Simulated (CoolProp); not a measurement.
The numbers come from the reference Helmholtz-energy equation of state, Lemmon 2006 in CoolProp. It is a short technical equation, of lower accuracy than the large ones.

**Question.** For n-nonane, give the phase and the cv (kJ/(kg K)), conductivity (mW/(m K)) at 306.7 K and 2610 kPa; 453 K and 2610 kPa.

**Answer.** 
- 306.7 K and 2610 kPa: liquid; cv 1.81, conductivity 125
- 453 K and 2610 kPa: liquid; cv 2.38, conductivity 94.4

Thermal conductivity comes from a separate model (Huber 2005).
